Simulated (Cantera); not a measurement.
Gas mixture: 5.21 % O₂, 94.8 % N₂O, at 0.503 atm, frozen composition.

Cantera's kinetic-theory transport with the Lennard-Jones parameters of GRI-Mech 3.0, ideal gas; thermal conductivity in the multicomponent form. The composition is frozen, though it would react at the higher temperatures.

One state of this run: ρ (kg/m³) = 0.190; cp (J/kg/K) = 1319; μ (µPa s) = 50.9; λ (mW/m/K) = 91.2; Pr = 0.736; D (cm²/s) C₂H₂ = 3.83; D (cm²/s) NH₃ = 5.60; D (cm²/s) H₂O = 5.93. D: mixture-averaged diffusion coefficient of that species in the mixture.

### Question
Which value of T (K) does it belong to?
(A) 1400
(B) 650
(C) 1650
(D) 1900

### Answer
A, 1400
